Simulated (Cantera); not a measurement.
Input: 1 mol B, a varied amount of NH3, at 0.143 Torr.

Cantera equilibrium calculation (NASA polynomials, part measured and part estimated; ideal gas, pure solids and liquids). Candidate condensed phases: B, BN; 15 gas species. Mutual solubility and eutectic melting of coexisting phases are not modelled. Kinetics and transport are ignored.

Stable condensed phases, one row left out:

```
T in K \ n(NH3) in mol
         1.8 4.6 7.5  10  13  16  19  22
   2375    A   B   B   B   B   B   B   B
   2325    A   A   B   B   B   B   B   B
   2275    A   A   A   B   B   B   B   B
   2225    A   A   A   A   A   A   A   B
   2175    A   A   A   A   A   A   A   A
   2125    A   A   A   A   A   A   A   A
   2075    A   A   A   A   A   A   A   A
   2025    A   A   A   A   A   A   A   A
   1975    A   A   A   A   A   A   A   A
   1925    C   D   D   D   D   D   D   D
   1825    D   D   D   D   D   D   D   D
   1775    D   D   D   D   D   D   D   D
   1725    D   D   D   D   D   D   D   D
```

A: B; B: gas only; C: B + BN; D: BN.

Problem. Give the row for 1875 K.

Solution. 1.8: BN; 4.6: BN; 7.5: BN; 10: BN; 13: BN; 16: BN; 19: BN; 22: BN.
